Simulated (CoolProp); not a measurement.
Vapour-liquid equilibrium of CH2F2 (R32) (1) + R1234ze(E) (2) at -40.25 °C; x and y are mole fractions of (1).

Model: multi-fluid Helmholtz-energy mixture model, Tillner-Roth 1997 and Thol 2016; pair parameters Bell 2023, in CoolProp.

Problem. Give the bubble pressure and the first vapour's composition at x = 0.2, 0.35, 0.5. Is there an azeotrope?

Solution. x = 0.2: 0.07242 MPa, y = 0.587; x = 0.35: 0.09521 MPa, y = 0.735; x = 0.5: 0.1150 MPa, y = 0.821. No azeotrope shows between x = 0.05 and 0.95.

The pair parameters rest on a limited set of measurements; away from them the model extrapolates.
